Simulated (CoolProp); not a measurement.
A single-stage vapour-compression cycle with vinyl chloride: evaporating at 274.15 K (dew point), condensing at 316.15 K (bubble point), superheat 5 K, subcooling 8 K, compressor efficiency 0.85, no pressure losses. Each further row changes one setting.

Model: reference Helmholtz-energy equation of state, Thol 2022, in CoolProp.

```
case                              cooling COP  pressure ratio  discharge temperature (K)  refrigerating effect (kJ/kg)  volumetric capacity (kJ/m³)
--------------------------------  -----------  --------------  -------------------------  ----------------------------  ---------------------------
as stated                          (withheld)            3.64                      352.2                           296                         1490
evaporating temperature 279.15 K   (withheld)            3.05                      347.5                           299                         1780
condensing temperature 311.15 K    (withheld)      (withheld)                      344.3                           303                         1530
subcooling 13 K                          5.13            3.64                      352.2                           303                         1530
superheat 15 K                           4.95            3.64                 (withheld)                           304                   (withheld)
compressor efficiency 0.75         (withheld)            3.64                 (withheld)                           296                         1490
```

Problem. Fill in the missing entries.

Solution. 
- as stated, cooling COP: 5.00
- evaporating temperature 279.15 K, cooling COP: 5.87
- condensing temperature 311.15 K, cooling COP: 5.77
- condensing temperature 311.15 K, pressure ratio: 3.18
- superheat 15 K, discharge temperature (K): 362.8
- superheat 15 K, volumetric capacity (kJ/m³): 1480
- compressor efficiency 0.75, cooling COP: 4.41
- compressor efficiency 0.75, discharge temperature (K): 359.8
